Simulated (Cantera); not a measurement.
Charge: 1 mol Fe2O3, 590 mol H2, equilibrated at 13.3 mbar.

These are equilibrium values from Cantera (NASA tables, ideal gas, pure condensed phases), not measurements of a reactor. Candidate condensed phases: Fe, FeO, Fe(OH)2, Fe(OH)3, Fe2O3, Fe3O4, H2O; 12 gas species. Rates play no part. All values below are at 2000 K.

Base state: H2 0.978, H 0.0139, H2O 0.00502, Fe 0.00335 (mole fractions); condensed: gas only.

Q: What changes in the equilibrium state with this change: Fe2O3 replaced by NiS?

A: 
| species | before | after |
|---|---|---|
| H2 | 0.978 | 0.983 |
| H | 0.0139 | 0.0140 |
| Ni | 0 | 0.00166 |
| H2O | 0.00502 | 0 |
| Fe | 0.00335 | 0 |
| SH | 0 | 0.000640 |
| H2S | 0 | 0.000605 |
| S | 0 | 0.000249 |
Further candidate phases: Ni, NiS, NiS2, Ni3S2, Ni3S4, S.
